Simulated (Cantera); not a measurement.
## Thermal oxidation and active oxidation of silicon: Si + N₂O + H₂

Input: 1 mol Si, a varied amount of N₂O, 350 mol H₂, held at 1302 °C and 130000 Pa.

Method: chemical equilibrium by Gibbs-energy minimisation in Cantera with the NASA 1993 tables (ideal gas, pure condensed phases). Candidate condensed phases: H₂O, Si, SiO₂, Si₂N₂O, Si₃N₄; 35 gas species. Mutual solubility and eutectic melting of coexisting phases are not modelled. The tables hold silica as quartz up to 1696 K and as liquid above; real silica turns to tridymite and cristobalite and melts near 1996 K. Equilibrium is a limit: real reactors are often held back by kinetics, nucleation or transport.

| n(N₂O) (mol) | log p H₂ | log p N₂ | log p H₂O | log p SiO | n Si(s) | n Si₂N₂O(s) | n SiO₂(β-quartz) |
|---|---|---|---|---|---|---|---|
| 0.4 | 0.11 | -4.51 | -6.82 | -4.51 | 0.206 | 0.392 | 0 |
| 0.62 | 0.11 | -3.21 | -4.00 | -3.75 | 0 | 0.453 | 0.0463 |
| 0.83 | 0.11 | -2.79 | -3.86 | -3.89 | 0 | 0.391 | 0.184 |
| 1.1 | 0.11 | -2.53 | -3.78 | -3.98 | 0 | 0.306 | 0.361 |
| 1.3 | 0.11 | -2.41 | -3.74 | -4.02 | 0 | 0.241 | 0.492 |
| 1.5 | 0.11 | -2.31 | -3.71 | -4.05 | 0 | 0.176 | 0.623 |
| 1.7 | 0.11 | -2.23 | -3.68 | -4.08 | 0 | 0.111 | 0.755 |
| 1.9 | 0.11 | -2.16 | -3.66 | -4.10 | 0 | 0.0460 | 0.886 |
| 2.1 | 0.11 | -2.11 | -3.39 | -4.37 | 0 | 0 | 0.989 |
log p: log10 of the partial pressure in bar; n: condensed amount in mol.

At 0.4 mol N₂O the condensed part is Si(s) + Si₂N₂O(s). From 0.62 mol N₂O to 1.9 mol N₂O the condensed part is SiO₂(β-quartz) + Si₂N₂O(s). At 2.1 mol N₂O the condensed part is SiO₂(β-quartz). The main Si-bearing gas is SiO throughout. The share of Si in condensed phases is highest at 0.4 mol N₂O (99.0 %) and lowest at 0.62 mol N₂O (95.2 %).
